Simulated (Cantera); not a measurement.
Charge: 1 mol Fe(CO)₅, 4.2 mol CO, 63 mol N₂, equilibrated at 0.0133 bar.

These are equilibrium values from Cantera (NASA tables, ideal gas, pure condensed phases), not measurements of a reactor. Candidate condensed phases: C, Fe, Fe(CO)₅, FeO, Fe₂O₃, Fe₃O₄; 27 gas species. Condensed phases not in the tables: cementite and carbon dissolved in iron. Equilibrium is a limit: real reactors are often held back by kinetics, nucleation or transport.

log p: log10 of the partial pressure in bar; n: condensed amount in mol.

```json
[
 {"T (K)": "975", "log p N₂": "-1.93", "log p CO": "-2.77", "log p CO₂": "…", "log p Fe": "<-13", "n C(graphite)": "0.0149", "n Fe(α)": "1.00", "n Fe(γ)": "0"},
 {"T (K)": "1025", "log p N₂": "-1.93", "log p CO": "-2.77", "log p CO₂": "…", "log p Fe": "-13.31", "n C(graphite)": "0.00536", "n Fe(α)": "1.00", "n Fe(γ)": "0"},
 {"T (K)": "1075", "log p N₂": "-1.93", "log p CO": "-2.77", "log p CO₂": "…", "log p Fe": "-12.35", "n C(graphite)": "0.00212", "n Fe(α)": "1.00", "n Fe(γ)": "0"},
 {"T (K)": "1125", "log p N₂": "-1.93", "log p CO": "-2.77", "log p CO₂": "…", "log p Fe": "-11.47", "n C(graphite)": "0", "n Fe(α)": "1.00", "n Fe(γ)": "0"},
 {"T (K)": "1175", "log p N₂": "-1.93", "log p CO": "-2.77", "log p CO₂": "…", "log p Fe": "-10.68", "n C(graphite)": "0", "n Fe(α)": "1.00", "n Fe(γ)": "0"},
 {"T (K)": "1225", "log p N₂": "-1.93", "log p CO": "-2.77", "log p CO₂": "…", "log p Fe": "-9.95", "n C(graphite)": "0", "n Fe(α)": "0", "n Fe(γ)": "1.000"},
 {"T (K)": "1275", "log p N₂": "-1.93", "log p CO": "-2.77", "log p CO₂": "…", "log p Fe": "-9.28", "n C(graphite)": "0", "n Fe(α)": "0", "n Fe(γ)": "1.000"},
 {"T (K)": "1325", "log p N₂": "-1.93", "log p CO": "-2.77", "log p CO₂": "…", "log p Fe": "-8.66", "n C(graphite)": "0", "n Fe(α)": "0", "n Fe(γ)": "1.000"},
 {"T (K)": "1375", "log p N₂": "-1.93", "log p CO": "-2.77", "log p CO₂": "…", "log p Fe": "-8.09", "n C(graphite)": "0", "n Fe(α)": "0", "n Fe(γ)": "1.000"}
]
```

**Question.** Complete the blanks.

**Answer.** 
- 975, log p CO₂: -5.56
- 1025, log p CO₂: -6.00
- 1075, log p CO₂: -6.41
- 1125, log p CO₂: -6.77
- 1175, log p CO₂: -7.11
- 1225, log p CO₂: -7.41
- 1275, log p CO₂: -7.69
- 1325, log p CO₂: -7.95
- 1375, log p CO₂: -8.19
